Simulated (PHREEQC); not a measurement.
PHREEQC input (ion-association model, wateq4f.dat):

```
SOLUTION_MASTER_SPECIES
  An  An-  0  An  62.0  # stands for a non-complexing anion
SOLUTION_SPECIES
  An- = An-
    -log_k 0
    -gamma 3.0 0
PHASES
  Fix_H+
    H+ = H+
    -log_k 0
SOLUTION 1
  temp 25
  units mmol/kgw
  pH 7 charge
  Cl 0.168
  Ni 0.084
  Na 1
  An 1
END
SELECTED_OUTPUT 1
  -reset false
  -pH true
  -pe true
  -ionic_strength true
  -water true
  -totals Cl Na Ni
  -molalities Hfo_wOH Hfo_wOH2+ Hfo_wO- Hfo_sOH Hfo_sOH2+ Hfo_sO- Hfo_sONi+ Hfo_wONi+
  -saturation_indices Ni(OH)2 Halite
USER_PUNCH 1
  -headings sigma psi
  10 PUNCH EDL("sigma", "Hfo"), EDL("psi", "Hfo")
PRINT
  -reset false
USE solution 1
SURFACE 1
  Hfo_wOH 0.00337079 600 1.5
  Hfo_sOH 8.42697e-05
EQUILIBRIUM_PHASES 1
  Fix_H+ -3 HAn 10
    -force_equality true
  O2(g) -0.68 10
END
# ... the last block is repeated for the other 16 points of pH, with NaOH or the acid as the point needs
```

Selected output (columns that matter, 17 of 17 rows; pH added in front):

```
pH	mu	Na	Ni	m_Hfo_wOH	m_Hfo_wOH2+	m_Hfo_wO-	m_Hfo_sOH	m_Hfo_sOH2+	m_Hfo_sO-	m_Hfo_sONi+	si_Ni(OH)2	si_Halite	sigma	psi
3	0.0036157	0.001	8.3999e-05	0.00081837	0.0025464	6.0252e-06	2.0459e-05	6.366e-05	1.5063e-07	4.9488e-10	-8.9895	-8.4135	0.27918	0.22462
3.38	0.0027256	0.001	8.3998e-05	0.0013143	0.0020371	1.9425e-05	3.2856e-05	5.0926e-05	4.8562e-07	2.3524e-09	-8.2155	-8.4066	0.22173	0.22004
3.75	0.0022327	0.001	8.3989e-05	0.0017347	0.0015928	4.3281e-05	4.3362e-05	3.9815e-05	1.0819e-06	1.0314e-08	-7.4667	-8.4021	0.17029	0.21161
4.12	0.0019257	0.001	8.3953e-05	0.0020546	0.0012381	7.8108e-05	5.1337e-05	3.0936e-05	1.9517e-06	4.4644e-08	-6.7208	-8.3991	0.12748	0.20054
4.5	0.0017164	0.001	8.3787e-05	0.0022811	0.00096632	0.00012336	5.6891e-05	2.41e-05	3.0766e-06	2.0181e-07	-5.9571	-8.3968	0.092655	0.18711
4.88	0.0015701	0.001	8.303e-05	0.0024237	0.000773	0.00017409	5.9931e-05	1.9114e-05	4.3047e-06	9.1969e-07	-5.1978	-8.3952	0.065904	0.17192
5.25	0.0014612	0.001	7.9865e-05	0.0025049	0.00064163	0.00022403	5.9718e-05	1.5297e-05	5.3409e-06	3.9136e-06	-4.4721	-8.3939	0.046285	0.15567
5.62	0.0013579	0.001	6.9116e-05	0.0025502	0.00054762	0.00027206	5.3193e-05	1.1422e-05	5.6748e-06	1.3979e-05	-3.7923	-8.3926	0.031756	0.13831
6	0.0012395	0.001	4.6847e-05	0.0025732	0.00047551	0.000319	3.8357e-05	7.088e-06	4.7551e-06	3.407e-05	-3.1982	-8.391	0.021013	0.11969
6.38	0.0011326	0.001	2.2925e-05	0.0025794	0.00042434	0.0003592	2.3772e-05	3.9106e-06	3.3104e-06	5.3277e-05	-2.7457	-8.3896	0.013596	0.1002
6.75	0.0011338	0.0010686	7.7037e-06	0.0025772	0.00039387	0.00038633	1.6376e-05	2.5028e-06	2.4548e-06	6.2936e-05	-2.4796	-8.3608	0.0089936	0.080204
7.12	0.0011434	0.0011114	1.7937e-06	0.0025746	0.00037548	0.00040442	1.4073e-05	2.0524e-06	2.2105e-06	6.5934e-05	-2.3732	-8.3438	0.0056939	0.059518
7.5	0.0011537	0.0011377	3.3841e-07	0.002573	0.00036363	0.00041709	1.3553e-05	1.9154e-06	2.197e-06	6.6604e-05	-2.3388	-8.3338	0.0032079	0.037847
7.88	0.001163	0.0011569	6.1164e-08	0.0025718	0.00035501	0.00042679	1.3451e-05	1.8569e-06	2.2323e-06	6.6729e-05	-2.3245	-8.3267	0.0012637	0.015971
8.25	0.0011718	0.0011738	1.1553e-08	0.0025705	0.00034778	0.00043525	1.3428e-05	1.8167e-06	2.2737e-06	6.6751e-05	-2.3149	-8.3205	-0.00042283	-0.0053998
8.62	0.0011826	0.0011928	2.2377e-09	0.002569	0.00034032	0.00044426	1.3417e-05	1.7773e-06	2.3202e-06	6.6755e-05	-2.3053	-8.3137	-0.0021962	-0.026746
9	0.0011991	0.0012198	4.5381e-10	0.0025666	0.00033109	0.00045581	1.3404e-05	1.7291e-06	2.3804e-06	6.6756e-05	-2.2934	-8.3042	-0.0044349	-0.048543
```

The oxide is taken as insoluble; below pH 4 it would dissolve.
